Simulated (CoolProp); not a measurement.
Model: reference Helmholtz-energy equation of state, McLinden 2015, in CoolProp.

Task: For the fluoroketone C6F12O (FK-5-1-12), give the phase and the Joule-Thomson coefficient (K/MPa), isothermal compressibility (1/MPa) at 359.9 K and 1480 kPa; 374 K and 1480 kPa; 388.2 K and 1480 kPa.

Result: 
- 359.9 K and 1480 kPa: liquid; Joule-Thomson coefficient -0.0235, isothermal compressibility 0.00801
- 374 K and 1480 kPa: liquid; Joule-Thomson coefficient 0.0906, isothermal compressibility 0.0109
- 388.2 K and 1480 kPa: liquid; Joule-Thomson coefficient 0.265, isothermal compressibility 0.0158
